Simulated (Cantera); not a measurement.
# FeS + O2 + CO2 (roasting and sulfation)

Input: 1 mol FeS, a varied amount of O2, 2.7 mol CO2, held at 1273 K and 0.320 bar.

Equilibrium computed with Cantera from the NASA thermochemical tables; the gas is ideal and each condensed phase is pure. Candidate condensed phases: C, Fe, Fe(CO)5, FeO, FeS, FeSO4, FeS2, Fe2O3, Fe2(SO4)3, Fe3O4, S; 25 gas species. Mutual solubility and eutectic melting of coexisting phases are not modelled. FeS: taken at fixed stoichiometry. Gases not in the tables: S3 to S7. Rates play no part.

| n(O2) (mol) | log p CO2 | log p O2 | log p SO2 | log p CO | log p S2 | log p SO3 | n FeS(s) | n Fe3O4(s) | n Fe2O3(s) |
|---|---|---|---|---|---|---|---|---|---|
| 0.25 | -0.55 | -11.48 | -1.74 | -1.86 | -2.56 | -8.31 | 0.779 | 0.0736 | 0 |
| 0.8 | -0.59 | -11.24 | -1.34 | -2.02 | -2.24 | -7.79 | 0.416 | 0.195 | 0 |
| 1.4 | -0.63 | -11.13 | -1.15 | -2.12 | -2.09 | -7.55 | 0.0179 | 0.327 | 0 |
| 1.9 | -0.65 | -1.93 | -1.09 | -6.74 | <-12 | -2.88 | 0 | 0 | 0.500 |
| 2.5 | -0.71 | -1.28 | -1.16 | -7.13 | <-12 | -2.63 | 0 | 0 | 0.500 |
| 3 | -0.76 | -1.10 | -1.21 | -7.26 | <-12 | -2.59 | 0 | 0 | 0.500 |
| 3.6 | -0.81 | -0.98 | -1.26 | -7.37 | <-12 | -2.58 | 0 | 0 | 0.500 |
| 4.1 | -0.84 | -0.91 | -1.30 | -7.44 | <-12 | -2.58 | 0 | 0 | 0.500 |
| 4.7 | -0.88 | -0.85 | -1.34 | -7.51 | <-12 | -2.60 | 0 | 0 | 0.500 |
| 5.2 | -0.92 | -0.81 | -1.37 | -7.56 | <-12 | -2.61 | 0 | 0 | 0.500 |
| 5.8 | -0.95 | -0.78 | -1.41 | -7.62 | <-12 | -2.63 | 0 | 0 | 0.500 |
| 6.3 | -0.98 | -0.75 | -1.44 | -7.66 | <-12 | -2.64 | 0 | 0 | 0.500 |
| 6.9 | -1.01 | -0.73 | -1.47 | -7.70 | <-12 | -2.66 | 0 | 0 | 0.500 |
log p: log10 of the partial pressure in bar; n: condensed amount in mol.

From 0.25 mol O2 to 1.4 mol O2 the condensed part is FeS(s) + Fe3O4(s). From 1.9 mol O2 to 6.9 mol O2 the condensed part is Fe2O3(s).
